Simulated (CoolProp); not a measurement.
Properties of R410A along the isobar 1.01 bar (Tc = 344.5 K, pc = 49.01 bar, ω = 0.296).

Computed with CoolProp (reference Helmholtz-energy equation of state, Lemmon 2003). It is a pseudo-pure fit of the blend.

| T (K) | phase | cv (kJ/(kg K)) | Prandtl number |
|---|---|---|---|
| 255.4 | gas | 0.6485 | 0.835 |
| 268.9 | gas | [?] | 0.815 |
| 282.5 | gas | [?] | 0.803 |
| 296 | gas | [?] | 0.796 |
| 309.6 | gas | [?] | 0.792 |
| 323.1 | gas | 0.7353 | 0.790 |
| 336.7 | gas | 0.7552 | 0.791 |
| 350.2 | gas | [?] | 0.792 |
| 363.8 | gas | [?] | 0.794 |
| 377.3 | gas | 0.8151 | 0.797 |
| 390.9 | gas | 0.8349 | 0.800 |
| 404.4 | gas | [?] | 0.803 |
| 418 | gas | 0.8736 | 0.807 |
| 431.5 | gas | 0.8924 | [?] |

Problem. Some entries are withheld; supply them.

Solution. 
- 268.9, cv (kJ/(kg K)): 0.6624
- 282.5, cv (kJ/(kg K)): 0.6790
- 296, cv (kJ/(kg K)): 0.6969
- 309.6, cv (kJ/(kg K)): 0.7159
- 350.2, cv (kJ/(kg K)): 0.7751
- 363.8, cv (kJ/(kg K)): 0.7952
- 404.4, cv (kJ/(kg K)): 0.8543
- 431.5, Prandtl number: 0.810

Viscosity comes from a separate model (Geller 2000). Thermal conductivity comes from a separate model (Geller 2001).
